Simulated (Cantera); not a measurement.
A closed system holds: 1 mol CuO, 2.1 mol C, 0.086 mol CO, equilibrated at 2198.15 K and 13300 Pa.

Method: chemical equilibrium by Gibbs-energy minimisation in Cantera with the NASA 1993 tables (ideal gas, pure condensed phases). Candidate condensed phases: C, Cu, CuO, Cu2O; 15 gas species. Equilibrium is a limit: real reactors are often held back by kinetics, nucleation or transport.

Base state: CO 0.827, Cu 0.172, Cu2 0.00130 (mole fractions); condensed: C(graphite) + Cu(l).

Problem. What changes in the equilibrium state with this change: 0.068 mol NH3 added?

Solution. 
```json
[
 {"species": "CO", "before": "0.827", "after": "0.733"},
 {"species": "Cu", "before": "0.172", "after": "0.172"},
 {"species": "H2", "before": "0", "after": "0.0661"},
 {"species": "N2", "before": "0", "after": "0.0223"},
 {"species": "H", "before": "0", "after": "0.00393"},
 {"species": "HCN", "before": "0", "after": "0.00115"},
 {"species": "C2H2 (acetylene)", "before": "0", "after": "0.000168"},
 {"species": "HNC", "before": "0", "after": "9.07e-5"},
 {"species": "C(graphite), mol", "before": "1.10", "after": "1.10"},
 {"species": "Cu(l), mol", "before": "0.771", "after": "0.742"}
]
```
Further candidate phases: C6H6, C7H8, C8H18, Cu(OH)2, H2O.
